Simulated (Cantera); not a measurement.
## Ammonia decomposition in nitride growth gas

An isothermal, constant-pressure homogeneous reactor starts with NH3 : N2 = 1 : 7.6 (molar parts), at 2373 K and 0.720 bar.

Model: the gas-phase N/H chemistry of the illustrative SiF4/NH3 mechanism in the Surface Chemkin manual (1991), integrated in Cantera. Walls and surfaces, which speed up NH3 decomposition in real reactors, are not modelled.

| t (s) | x NH3 | x N2 | x N2H2 | x N2H4 | x NH2 |
|---|---|---|---|---|---|
| 0.000200 | 0.105 | 0.880 | 2.82e-6 | 8.89e-8 | 0.00183 |
| 0.000709 | 0.0804 | 0.871 | 1.91e-6 | 3.91e-8 | 0.00121 |
| 0.00251 | 0.0328 | 0.855 | 6.70e-7 | 8.71e-9 | 0.000573 |
| 0.00892 | 0.00144 | 0.843 | 2.09e-8 | 1.04e-10 | 6.26e-5 |
| 0.0316 | 4.45e-6 | 0.841 | 7.19e-12 | <1e-12 | 5.92e-7 |
| 0.112 | 7.03e-7 | 0.841 | 2.09e-12 | <1e-12 | 9.60e-8 |
| 0.398 | 4.73e-7 | 0.841 | 2.01e-12 | <1e-12 | 6.46e-8 |
| 1.41 | 4.72e-7 | 0.841 | 2.01e-12 | <1e-12 | 6.44e-8 |
| 5.00 | 4.72e-7 | 0.841 | 2.01e-12 | <1e-12 | 6.44e-8 |
x: mole fraction; the columns are a selection and need not sum to one.

Equilibrium at this temperature and pressure: NH3 4.72e-7, N2 0.841, N2H2 2.01e-12, N2H4 <1e-12, NH2 6.44e-8 (gas phase only).
